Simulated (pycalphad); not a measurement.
All values are pycalphad results on the COST 507 light-alloy database (1999) (1 atm), not direct measurements. The data set is of 1999 and partly superseded. Kinetics are ignored, which matters at the lower temperatures.

Molar enthalpy of Si-2.03Cu (at.%) in equilibrium (SER reference):

```
T (K)  H (kJ/mol)                    phases
-----  ----------  ------------------------
1850        89.60                    LIQUID
1770        87.42                    LIQUID
1730        86.33                    LIQUID
1690        85.24                    LIQUID
1610        40.39       DIAMOND_A4 + LIQUID
1530        34.57       DIAMOND_A4 + LIQUID
1450        31.01       DIAMOND_A4 + LIQUID
1370        28.09       DIAMOND_A4 + LIQUID
1290        25.50       DIAMOND_A4 + LIQUID
1210        23.11       DIAMOND_A4 + LIQUID
1130        20.82       DIAMOND_A4 + LIQUID
1050        18.37  DIAMOND_A4 + CU19SI6_ETA
1010        17.31  DIAMOND_A4 + CU19SI6_ETA
970         16.26  DIAMOND_A4 + CU19SI6_ETA
890         14.17  DIAMOND_A4 + CU19SI6_ETA
810         12.12  DIAMOND_A4 + CU19SI6_ETA
730         10.10  DIAMOND_A4 + CU19SI6_ETA
650          8.12  DIAMOND_A4 + CU19SI6_ETA
570          6.18  DIAMOND_A4 + CU19SI6_ETA
```

Cooling from 1690 K to 1050 K, across the freezing range, releases 66.9 kJ/mol, or 2320 J/g. The slope is 27 J/(mol K) in the liquid and 27 J/(mol K) just below the solidus, where it includes any heat of precipitation. Liquidus 1677 K, solidus 1074 K. Changes were sought between steps of 40 K, so a narrower field can be missed.

Database names, with the compositions (at.%) that they take in these runs: CU19SI6_ETA: Cu 76 Si 24. DIAMOND_A4 is diamond (Si).
